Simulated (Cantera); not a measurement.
A freely propagating, adiabatic, planar premixed flame of 48.9 % H₂, 10.6 % O₂, 40.4 % N₂, unburnt at 300 K and 4500 Torr; mixture-averaged transport, grid criteria slope 0.08 and curve 0.16, no radiation.

Computed with Cantera and the H2/O2 subset of GRI-Mech 3.0, which has no nitrogen chemistry. The hydrogen kinetics of GRI-Mech 3.0 are dated; newer H2 mechanisms differ, most at raised pressure. Burning velocities carry a grid error of a few per cent, more on coarse grids.

### Question
Predict: laminar burning velocity; thermal thickness; peak x(OH); peak x(H₂O₂); peak x(H); peak x(O).

### Answer
```
Property                      Value
------------------------  ---------
laminar burning velocity   234 cm/s
thermal thickness         0.0403 mm
peak x(OH)                  0.00142
peak x(H₂O₂)               0.000153
peak x(H)                    0.0281
peak x(O)                  0.000847
```
